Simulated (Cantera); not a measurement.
Charge: 1 mol CCl₄, 0.013 mol Si, 1.6 mol H₂, at 1248.15 K and 0.0440 bar.

Cantera equilibrium calculation (NASA polynomials, part measured and part estimated; ideal gas, pure solids and liquids). Candidate condensed phases: C, C₆H₆, C₇H₈, C₈H₁₈, Si, SiC; 109 gas species. Rates play no part.

Base state: HCl 0.887, Cl₂ 0.0979, Cl 0.0114, SiCl₄ 0.00360 (mole fractions); condensed: C(graphite).

### Question
What changes in the equilibrium state with this change: temperature from 1248.15 K to 2523.15 K?

### Answer
```tsv
species	before	after
HCl	0.887	0.636
Cl	0.0114	0.291
H₂	2.19e-8	0.0416
Cl₂	0.0979	0.000285
H	<1e-9	0.0270
SiCl₂	<1e-9	0.00283
C₂H₂ (acetylene)	<1e-9	0.000496
C₂HCl	<1e-9	9.02e-5
C(graphite), mol	1.000	0.994
```
The tables' values for SiCl₃, SiCl are old estimates; treat these amounts as uncertain.

### Question
What changes in the equilibrium state with this change: pressure from 0.0440 bar to 0.0100 bar?

### Answer
| species | before | after |
|---|---|---|
| HCl | 0.887 | 0.882 |
| Cl₂ | 0.0979 | 0.0915 |
| Cl | 0.0114 | 0.0232 |
| SiCl₄ | 0.00360 | 0.00358 |
| C(graphite), mol | 1.000 | 1.00 |

### Question
What changes in the equilibrium state with this change: Si from 0.013 to 0.29 mol?

### Answer
| species | before | after |
|---|---|---|
| HCl | 0.887 | 0.859 |
| SiCl₄ | 0.00360 | 0.0864 |
| H₂ | 2.19e-8 | 0.0537 |
| Cl₂ | 0.0979 | 3.75e-8 |
| Cl | 0.0114 | 7.08e-6 |
| SiHCl₃ | <1e-9 | 0.000190 |
| SiCl₂ | <1e-9 | 6.31e-5 |
| SiCl₃ | 2.24e-8 | 0.000870 |
| C(graphite), mol | 1.000 | 1.000 |
The tables' values for SiCl₃ are old estimates; treat these amounts as uncertain.
